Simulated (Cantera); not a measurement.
Input (Python, Cantera) and output of one run.

```python
import numpy as np
import cantera as ct

gas_names = [...]  # 115 gases of nasa_gas.yaml made of C, Ca, H, O
cond_names = """
    C(gr) C6H6(L) C7H8(L) C8H18(L),n-octa Ca(a) Ca(b) Ca(L) CaCO3(caL) CaO(s) CaO(L) CaO2H2(s) H2O(s)
    H2O(L)
""".split()


# ... load() reads the species with a 1 bar reference pressure and builds the phases ...
atoms = {
    'Ca(OH)2': {'Ca': 1, 'O': 2, 'H': 2},
    'CO2': {'C': 1, 'O': 2},
}
top_T = {'C(gr)': 4500}  # K; cautious upper limits of use, not melting points


# ... equilibrate(T, P, feed) seeds the gas with the atoms and calls Mixture.equilibrate('TP', solver="vcs", rtol=1e-11, max_steps=5000) ...
results = []
feed = {'Ca(OH)2': 1, 'CO2': 7}  # mol
P = 27000  # Pa
for T in [600, 650, 700, 750, 800, 850, 900, 950, 1000, 1050, 1100]:
    mix = equilibrate(T, P, feed)
    results.append((T, P, feed, dict(zip(mix.species_names, mix.species_moles))))
    x = sorted(zip(gas.X, gas.species_names), reverse=True)
    print(f"T = {T:g} K  P = {P:g} Pa  gas = {mix.phase_moles(0):.4g} mol")
    print("   x: " + "  ".join(f"{s} {v:.3e}" for v, s in x if v > 0.0001))
    print("   condensed (mol): " + ("  ".join(f"{mix.phase(i).name} {mix.phase_moles(i):.4g}"
          for i in range(1, mix.n_phases) if mix.phase_moles(i) > 1e-12) or "none"))
```

Result:

```
T = 600 K  P = 27000 Pa  gas = 7 mol
   x: CO2 8.571e-01  H2O 1.429e-01
   condensed (mol): CaCO3(caL) 1
T = 650 K  P = 27000 Pa  gas = 7 mol
   x: CO2 8.571e-01  H2O 1.429e-01
   condensed (mol): CaCO3(caL) 1
T = 700 K  P = 27000 Pa  gas = 7 mol
   x: CO2 8.571e-01  H2O 1.429e-01
   condensed (mol): CaCO3(caL) 1
T = 750 K  P = 27000 Pa  gas = 7 mol
   x: CO2 8.571e-01  H2O 1.429e-01
   condensed (mol): CaCO3(caL) 1
T = 800 K  P = 27000 Pa  gas = 7 mol
   x: CO2 8.571e-01  H2O 1.429e-01
   condensed (mol): CaCO3(caL) 1
T = 850 K  P = 27000 Pa  gas = 7 mol
   x: CO2 8.571e-01  H2O 1.429e-01
   condensed (mol): CaCO3(caL) 1
T = 900 K  P = 27000 Pa  gas = 7 mol
   x: CO2 8.571e-01  H2O 1.429e-01
   condensed (mol): CaCO3(caL) 1
T = 950 K  P = 27000 Pa  gas = 7 mol
   x: CO2 8.571e-01  H2O 1.429e-01
   condensed (mol): CaCO3(caL) 1
T = 1000 K  P = 27000 Pa  gas = 7 mol
   x: CO2 8.571e-01  H2O 1.429e-01
   condensed (mol): CaCO3(caL) 1
T = 1050 K  P = 27000 Pa  gas = 7 mol
   x: CO2 8.571e-01  H2O 1.429e-01
   condensed (mol): CaCO3(caL) 1
T = 1100 K  P = 27000 Pa  gas = 8 mol
   x: CO2 8.750e-01  H2O 1.250e-01
   condensed (mol): CaO(s) 1
```

These are equilibrium values from Cantera (NASA tables, ideal gas, pure condensed phases), not measurements of a reactor.
